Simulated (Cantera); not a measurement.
Input: 1 mol V₂O₃, a varied amount of H₂, held at 1448.15 K and 940 Pa.

Cantera equilibrium calculation (NASA polynomials, part measured and part estimated; ideal gas, pure solids and liquids). Candidate condensed phases: H₂O, V, VO, V₂O₃, V₂O₄, V₂O₅; 12 gas species. Mutual solubility and eutectic melting of coexisting phases are not modelled. VO: taken at fixed stoichiometry. Condensed phases not in the tables: the oxides between V₂O₃ and V₂O₅ other than VO₂. Rates play no part.

x: gas mole fraction; n: condensed amount in mol.

| n(H₂) (mol) | x H₂ | x H₂O | x H | x VO₂ | x OH | x VO | n VO(s) | n V₂O₃(s) |
|---|---|---|---|---|---|---|---|---|
| 220 | 0.997 | 0.00270 | 9.51e-5 | 9.02e-9 | 6.13e-9 | 1.23e-9 | 1.19 | 0.406 |
| 370 | 0.997 | 0.00270 | 9.51e-5 | 9.02e-9 | 6.13e-9 | 1.23e-9 | 2.00 | 0.000943 |
| 520 | 0.998 | … | 9.52e-5 | 6.42e-9 | 4.37e-9 | 1.23e-9 | 2.00 | 0 |
| 670 | 0.998 | … | 9.52e-5 | 4.98e-9 | 3.39e-9 | 1.23e-9 | 2.00 | 0 |
| 820 | 0.999 | … | 9.52e-5 | 4.07e-9 | 2.77e-9 | 1.23e-9 | 2.00 | 0 |
| 970 | 0.999 | … | 9.52e-5 | 3.44e-9 | 2.34e-9 | 1.23e-9 | 2.00 | 0 |
| 1100 | 0.999 | … | 9.52e-5 | 3.03e-9 | 2.06e-9 | 1.23e-9 | 2.00 | 0 |
| 1300 | 0.999 | 0.000769 | 9.52e-5 | 2.57e-9 | 1.75e-9 | 1.23e-9 | 2.00 | 0 |
| 1400 | 0.999 | 0.000714 | 9.52e-5 | 2.38e-9 | 1.62e-9 | 1.23e-9 | 2.00 | 0 |
| 1600 | 0.999 | 0.000625 | 9.52e-5 | 2.08e-9 | 1.42e-9 | 1.23e-9 | 2.00 | 0 |
| 1700 | 0.999 | 0.000588 | 9.52e-5 | 1.96e-9 | 1.33e-9 | 1.23e-9 | 2.00 | 0 |

Q: What belongs in the gaps?

A: 
- 520, x H₂O: 0.00192
- 670, x H₂O: 0.00149
- 820, x H₂O: 0.00122
- 970, x H₂O: 0.00103
- 1100, x H₂O: 0.000909
